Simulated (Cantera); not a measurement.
## Na2SO4 + H2O + O2 (calcination and drying)

Input: 1 mol Na2SO4, 0.97 mol H2O, 7.9 mol O2, held at 1.50 mbar.

Method: chemical equilibrium by Gibbs-energy minimisation in Cantera with the NASA 1993 tables (ideal gas, pure condensed phases). Candidate condensed phases: H2O, H2SO4, Na, NaOH, NaO2, Na2O, Na2O2, Na2S, Na2SO4, S; 27 gas species. Equilibrium is a limit: real reactors are often held back by kinetics, nucleation or transport.

From 1273 K to 1523 K the condensed part is Na2SO4(l). From 1573 K to 1773 K nothing is condensed. The main Na-bearing gas is Na2SO4 at 1273 K and Na at 1773 K.

| T (K) | x O2 | x Na | x H2O | x SO2 | x NaOH | x Na2SO4 | n Na2SO4(l) |
|---|---|---|---|---|---|---|---|
| 1273 | 0.890 | 2.71e-5 | 0.109 | 0.000366 | 0.000709 | 0.000448 | 0.993 |
| 1323 | 0.888 | 0.000141 | 0.108 | 0.00104 | 0.00194 | 0.00121 | 0.980 |
| 1373 | 0.883 | 0.000647 | 0.106 | 0.00274 | 0.00485 | 0.00301 | 0.948 |
| 1423 | 0.871 | 0.00264 | 0.101 | 0.00688 | 0.0111 | 0.00700 | 0.873 |
| 1473 | 0.844 | 0.00978 | 0.0906 | 0.0165 | 0.0232 | 0.0152 | 0.699 |
| 1523 | 0.782 | 0.0335 | 0.0711 | 0.0382 | 0.0427 | 0.0314 | 0.272 |
| 1573 | 0.729 | 0.0736 | 0.0567 | 0.0634 | 0.0527 | 0.0226 | 0 |
| 1623 | 0.710 | 0.104 | 0.0550 | 0.0759 | 0.0476 | 0.00583 | 0 |
| 1673 | 0.701 | 0.119 | 0.0579 | 0.0790 | 0.0379 | 0.00102 | 0 |
| 1723 | 0.697 | 0.129 | 0.0613 | 0.0791 | 0.0289 | 0.000169 | 0 |
| 1773 | 0.694 | 0.135 | 0.0639 | 0.0788 | 0.0218 | 2.96e-5 | 0 |
x: gas mole fraction; n: condensed amount in mol.
